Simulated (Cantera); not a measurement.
Cantera with NASA thermochemical tables; ideal gases at 1 bar, condensed phases pure. Values are per mole of reaction as written; species without (g) are pure solids or liquids, kept so even where they would boil at 1 bar.

4 Cr + N2(g) ⇌ 2 Cr2N

```json
[
 {"T (K)": "300", "ΔH° (kJ)": "-251.0", "ΔS° (J/K)": "-156.2", "ΔG° (kJ)": "-204.2", "log10 K": "35.55"},
 {"T (K)": "900", "ΔH° (kJ)": "-240.3", "ΔS° (J/K)": "-137.4", "ΔG° (kJ)": "-116.6", "log10 K": "6.77"},
 {"T (K)": "975", "ΔH° (kJ)": "-238.7", "ΔS° (J/K)": "-135.7", "ΔG° (kJ)": "-106.4", "log10 K": "5.70"},
 {"T (K)": "1050", "ΔH° (kJ)": "-237.1", "ΔS° (J/K)": "-134.2", "ΔG° (kJ)": "-96.3", "log10 K": "4.79"},
 {"T (K)": "1125", "ΔH° (kJ)": "[?]", "ΔS° (J/K)": "[?]", "ΔG° (kJ)": "[?]", "log10 K": "[?]"},
 {"T (K)": "1200", "ΔH° (kJ)": "-234.3", "ΔS° (J/K)": "-131.6", "ΔG° (kJ)": "-76.3", "log10 K": "3.32"},
 {"T (K)": "1275", "ΔH° (kJ)": "-233.0", "ΔS° (J/K)": "-130.6", "ΔG° (kJ)": "-66.5", "log10 K": "2.72"},
 {"T (K)": "1350", "ΔH° (kJ)": "-231.9", "ΔS° (J/K)": "-129.8", "ΔG° (kJ)": "-56.7", "log10 K": "2.20"},
 {"T (K)": "1425", "ΔH° (kJ)": "[?]", "ΔS° (J/K)": "[?]", "ΔG° (kJ)": "[?]", "log10 K": "[?]"},
 {"T (K)": "1500", "ΔH° (kJ)": "[?]", "ΔS° (J/K)": "[?]", "ΔG° (kJ)": "[?]", "log10 K": "[?]"},
 {"T (K)": "1575", "ΔH° (kJ)": "-229.6", "ΔS° (J/K)": "-128.2", "ΔG° (kJ)": "-27.8", "log10 K": "0.92"},
 {"T (K)": "1650", "ΔH° (kJ)": "[?]", "ΔS° (J/K)": "[?]", "ΔG° (kJ)": "[?]", "log10 K": "[?]"}
]
```

Task: Complete the blanks.

Result: 
- 1125, ΔH° (kJ): -235.7
- 1125, ΔS° (J/K): -132.8
- 1125, ΔG° (kJ): -86.3
- 1125, log10 K: 4.00
- 1425, ΔH° (kJ): -231.0
- 1425, ΔS° (J/K): -129.1
- 1425, ΔG° (kJ): -47.0
- 1425, log10 K: 1.72
- 1500, ΔH° (kJ): -230.2
- 1500, ΔS° (J/K): -128.6
- 1500, ΔG° (kJ): -37.4
- 1500, log10 K: 1.30
- 1650, ΔH° (kJ): -229.2
- 1650, ΔS° (J/K): -127.9
- 1650, ΔG° (kJ): -18.2
- 1650, log10 K: 0.57
